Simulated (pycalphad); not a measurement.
Source of the numbers: pycalphad with the COST 507 light-alloy database (1999); pressure 1 atm. The database dates from 1999; later assessments differ in places, in temperatures and in the compounds included. Amounts are mole fractions of atoms.

Task: Give the equilibrium state of Al-2.09Si-0.59C (at.%) at 950 K.

Result: 
```
T = 950.00 K, P = 101325 Pa, N = 1 mol of atoms
G = -39589 J/mol, H = 29199 J/mol, S = 72.41 J/(mol K)  (SER reference)
chemical potentials (J/mol): Al -39199, Si -48867, C -71085
phase             fraction      x(Al)      x(Si)       x(C)
LIQUID              0.9865     0.9797     0.0203   1.05e-09
AL8SIC7             0.0135     0.5000     0.0625     0.4375
```

Task: Give the equilibrium state of Al-2.09Si-0.59C (at.%) at 1475 K.

Result: LIQUID, fraction 0.986, with 2.1 Si, 0.01 C at.%; AL4C3, fraction 0.014, with 0.09 Si, 42.9 C at.%.

Database names, with the compositions (at.%) that they take in these runs: AL4C3: Al 57 C 43; AL8SIC7: Al 50 C 44 Si 6.
